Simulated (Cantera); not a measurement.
A perfectly stirred reactor is fed with 28.7 % H₂, 15.0 % O₂, 56.3 % N₂, equivalence ratio 0.96, at 1.01 bar; it is adiabatic with a 350 K inlet, and is followed from long to short residence time, starting on the burning branch (τ in s: 0.068, 0.037, 0.02, 0.011, 0.0061, 0.0033, 0.0018, 0.00099, 0.00054, 0.0003, 0.00016, 8.9e-05).

Computed with Cantera and GRI-Mech 3.0 (53 species, 325 reactions).

x: mole fraction; the columns are a selection and need not sum to one.

| τ (s) | T (K) | x H₂ | x O₂ | x H₂O | x NO₂ | x HO₂ | x H₂O₂ | x N₂O |
|---|---|---|---|---|---|---|---|---|
| 0.068 | 2374 | 0.0116 | 0.00951 | 0.316 | 5.03e-7 | 1.87e-6 | 1.69e-7 | 1.64e-7 |
| 0.037 | 2368 | 0.0122 | 0.00995 | 0.315 | 3.97e-7 | 1.98e-6 | 1.73e-7 | 1.59e-7 |
| 0.020 | 2358 | 0.0132 | 0.0106 | 0.313 | 2.82e-7 | 2.15e-6 | 1.80e-7 | 1.52e-7 |
| 0.011 | 2341 | [?] | 0.0114 | 0.310 | [?] | [?] | 1.89e-7 | 1.43e-7 |
| 0.0061 | 2315 | [?] | [?] | 0.306 | [?] | [?] | 2.03e-7 | 1.32e-7 |
| 0.0033 | 2275 | 0.0201 | 0.0140 | 0.301 | 5.83e-8 | 3.50e-6 | 2.26e-7 | 1.18e-7 |
| 0.0018 | 2222 | 0.0239 | 0.0158 | 0.294 | 3.04e-8 | 4.54e-6 | 2.64e-7 | 1.05e-7 |
| 0.00099 | 2155 | 0.0281 | 0.0180 | 0.286 | 1.64e-8 | 6.07e-6 | 3.22e-7 | 9.47e-8 |
| 0.00054 | 2073 | 0.0325 | 0.0205 | 0.276 | 9.86e-9 | 8.25e-6 | 4.16e-7 | 8.65e-8 |
| 0.00030 | 1980 | 0.0367 | 0.0232 | 0.266 | 7.02e-9 | 1.11e-5 | 5.72e-7 | 8.02e-8 |
| 0.00016 | 1868 | 0.0408 | 0.0265 | 0.256 | 5.44e-9 | 1.51e-5 | 8.75e-7 | 7.43e-8 |
| 8.9e-5 | 1754 | 0.0446 | 0.0300 | 0.245 | 4.30e-9 | 1.99e-5 | 1.40e-6 | 6.86e-8 |

Fill in the missing entries.


- 0.011, x H₂: 0.0147
- 0.011, x NO₂: 1.82e-7
- 0.011, x HO₂: 2.42e-6
- 0.0061, x H₂: 0.0170
- 0.0061, x O₂: 0.0125
- 0.0061, x NO₂: 1.08e-7
- 0.0061, x HO₂: 2.82e-6
